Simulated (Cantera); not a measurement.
An adiabatic, constant-volume homogeneous reactor starts with CO : H₂ : O₂ : N₂ = 1 : 0.25 : 2.08 : 7.83 (molar parts), at 1148 K and 8.10 bar.

Computed with Cantera and GRI-Mech 3.0 (53 species, 325 reactions). The hydrogen kinetics of GRI-Mech 3.0 are dated; newer H2 mechanisms differ, most at raised pressure.

One state of this run: T (K) = 2201; P (bar) = 14.7; x CO = 0.000408; x H₂ = 1.89e-5; x O₂ = 0.135; x H₂O₂ = 1.11e-7; x HO₂ = 4.00e-6. x: mole fraction; the columns are a selection and need not sum to one.

### Question
Which value of t (s) does it belong to?
A) 5.00e-6
B) 1.58e-5
C) 0.0500
D) 5.00e-5

### Answer
C, 0.0500
